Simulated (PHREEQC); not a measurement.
A column of 0.2 m (40 cells, dispersivity 0.016 m, 3600 s a shift, diffusion coefficient 3e-10 m²/s) holds 0.034 eq of the database's cation exchanger X per kg of pore water, first in equilibrium with 1.1 mmol/kgw LiCl, 19 mmol/kgw BaCl2, 27 mmol/kgw NaCl and 0.01 mmol/kgw HCl. It is flushed with 0.00054 mol CdCl2, 0.014 mol CaCl2 and 1e-05 mol HCl per kg of water, at 25 °C. Values are for the last cell. CO2 from the air is kept out. No solid was allowed to form.

Base run: PHREEQC, ion-association model, phreeqc.dat. Each further column changes one thing. The table gives Ca in solution (mol/kgw).

```csv
pore volumes,base,exchange capacity from 0.034 to 0.017 eq/kgw,dispersivity from 0.016 to 0.032 m
0,0,0,0
0.4625,6.61e-6,?,?
0.7625,0.000286,0.00112,0.000992
1.212,0.00206,0.00487,?
1.512,0.00392,0.00746,0.00510
1.962,0.00686,0.0104,0.00743
2.263,0.00855,0.0117,0.00872
2.712,0.0105,0.0129,?
3.013,0.0114,0.0133,0.0110
3.462,0.0124,0.0137,?
3.763,0.0129,0.0138,0.0124
4.213,0.0133,0.0139,0.0129
4.513,0.0135,0.0140,?
4.963,0.0137,0.0140,0.0134
```

Q: Some entries are withheld; supply them.

A: 
- 0.4625, exchange capacity from 0.034 to 0.017 eq/kgw: 5.34e-5
- 0.4625, dispersivity from 0.016 to 0.032 m: 0.000112
- 1.212, dispersivity from 0.016 to 0.032 m: 0.00337
- 2.712, dispersivity from 0.016 to 0.032 m: 0.0103
- 3.462, dispersivity from 0.016 to 0.032 m: 0.0119
- 4.513, dispersivity from 0.016 to 0.032 m: 0.0131
